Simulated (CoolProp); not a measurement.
Properties of normal hydrogen along the isobar 101 kPa (Tc = -240.0 °C, pc = 1296 kPa, ω = -0.219).

Model: reference Helmholtz-energy equation of state, Leachman 2009, in CoolProp.

| T (°C) | phase | cp (kJ/(kg K)) | cv (kJ/(kg K)) | Joule-Thomson coefficient (K/MPa) | Prandtl number | fugacity coefficient |
|---|---|---|---|---|---|---|
| -244.85 | gas | 10.90 | 6.239 | 10.95 | 0.679 | 0.9622 |
| -226.85 | gas | 10.51 | 6.216 | 5.366 | 0.669 | 0.9900 |
| -208.95 | gas | 10.51 | 6.311 | 3.193 | 0.665 | 0.9965 |
| -191.05 | gas | 10.78 | 6.611 | 2.031 | 0.669 | 0.9988 |
| -173.05 | gas | 11.23 | 7.079 | 1.318 | 0.677 | 0.9998 |
| -155.15 | gas | 11.75 | 7.604 | 0.8607 | 0.683 | 1.000 |
| -137.25 | gas | 12.25 | 8.110 | 0.5522 | 0.686 | 1.000 |
| -119.25 | gas | 12.70 | 8.561 | 0.3348 | 0.687 | 1.001 |
| -101.35 | gas | 13.07 | 8.941 | 0.1773 | 0.687 | 1.001 |
| -83.35 | gas | 13.39 | 9.257 | 0.05786 | 0.687 | 1.001 |
| -65.45 | gas | 13.64 | 9.511 | -0.03449 | 0.687 | 1.001 |
| -47.55 | gas | 13.84 | 9.715 | -0.1083 | 0.686 | 1.001 |
| -29.55 | gas | 14.01 | 9.877 | -0.1688 | 0.686 | 1.001 |
| -11.65 | gas | 14.13 | 10.00 | -0.2190 | 0.686 | 1.001 |
| 6.25 | gas | 14.23 | 10.10 | -0.2614 | 0.686 | 1.001 |
| 24.25 | gas | 14.30 | 10.18 | -0.2980 | 0.685 | 1.001 |

Viscosity comes from a separate model (Muzny 2013). Thermal conductivity comes from a separate model (Assael 2011).
